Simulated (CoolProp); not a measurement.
Vapour-liquid equilibrium of carbon dioxide (1) + sulfur dioxide (2) at 253.8 K; x and y are mole fractions of (1).

Model: multi-fluid Helmholtz-energy mixture model, Span 1996 and Gao 2016; pair parameters Bell 2016, in CoolProp.

| x | bubble pressure (bar) | y at the bubble point | dew pressure at overall composition x (bar) | liquid density (mol/L) |
|---|---|---|---|---|
| 0.05 | 1.862 | 0.656 | 0.6900 | 23.29 |
| 0.125 | [?] | 0.831 | [?] | [?] |
| 0.2 | 5.351 | 0.890 | [?] | 23.56 |
| 0.275 | 6.970 | [?] | 0.9013 | 23.68 |
| 0.35 | 8.485 | 0.938 | 1.003 | 23.79 |
| 0.425 | 9.898 | 0.950 | [?] | 23.88 |
| 0.5 | 11.22 | [?] | 1.297 | 23.95 |
| 0.575 | 12.47 | 0.966 | 1.519 | 23.99 |
| 0.65 | 13.68 | 0.972 | 1.832 | 24.01 |
| 0.725 | 14.88 | 0.978 | 2.307 | 23.98 |
| 0.8 | 16.12 | 0.983 | 3.114 | 23.91 |
| 0.875 | 17.46 | 0.989 | 4.778 | 23.77 |
| 0.95 | 18.96 | 0.995 | 9.935 | 23.57 |

### Question
Some entries are withheld; supply them.

### Answer

- 0.125, bubble pressure (bar): 3.641
- 0.125, dew pressure at overall composition x (bar): 0.7486
- 0.125, liquid density (mol/L): 23.43
- 0.2, dew pressure at overall composition x (bar): 0.8179
- 0.275, y at the bubble point: 0.920
- 0.425, dew pressure at overall composition x (bar): 1.132
- 0.5, y at the bubble point: 0.959

No azeotrope shows between x = 0.05 and 0.95.

Pair parameters are fitted to limited data, so mixtures are less certain than the pure fluids. The gap from Raoult's law changes sign with composition, which may be real or a fault of the pair parameters; it wasn't checked against measurements.
